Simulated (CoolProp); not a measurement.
R22 at 360.35 K and 14.8 MPa flows at 0.48 m/s in a round tube of 4.6 mm bore and 15 µm roughness, fully developed (64/Re and Nu = 3.66 if laminar; Colebrook and Gnielinski if turbulent). Each further row changes one setting.

Computed with CoolProp (reference Helmholtz-energy equation of state, Kamei 1995).

| case | Reynolds number | Darcy friction factor | pressure drop (Pa/m) | heat-transfer coefficient (W/(m² K)) | mass flow (kg/h) |
|---|---|---|---|---|---|
| as stated | 25900 | ___ | 807 | ___ | 29.9 |
| velocity 0.96 m/s | 51800 | 0.0291 | 3030 | ___ | ___ |
| diameter 9.2 mm | 51800 | 0.0255 | 333 | 1610 | 120 |

Complete the blanks.


- as stated, Darcy friction factor: 0.0309
- as stated, heat-transfer coefficient (W/(m² K)): 1870
- velocity 0.96 m/s, heat-transfer coefficient (W/(m² K)): 3620
- velocity 0.96 m/s, mass flow (kg/h): 59.9

Viscosity comes from a separate model (Bell 2016), an estimate that may be off by 10 % or more. Thermal conductivity comes from a separate model (McLinden 2000), an estimate that may be off by 10 % or more.
